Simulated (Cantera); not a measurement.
A closed system holds: 1 mol Al(CH₃)₃, a varied amount of N₂O, 9 mol N₂, 3.9 mol H₂O, held at 1050 K and 1.33 mbar.

These are equilibrium values from Cantera (NASA tables, ideal gas, pure condensed phases), not measurements of a reactor. Candidate condensed phases: Al, AlN, Al₂O₃, C, C₆H₆, C₇H₈, C₈H₁₈, H₂O; 148 gas species. The feed counts by its element totals alone. Rates play no part.

Q: At 34 mol N₂O, list the 4 most abundant gas species with their mole fractions, and the condensed phases.

A: N₂ 0.657, O₂ 0.168, H₂O 0.128, CO₂ 0.0459. Condensed: Al₂O₃(s).
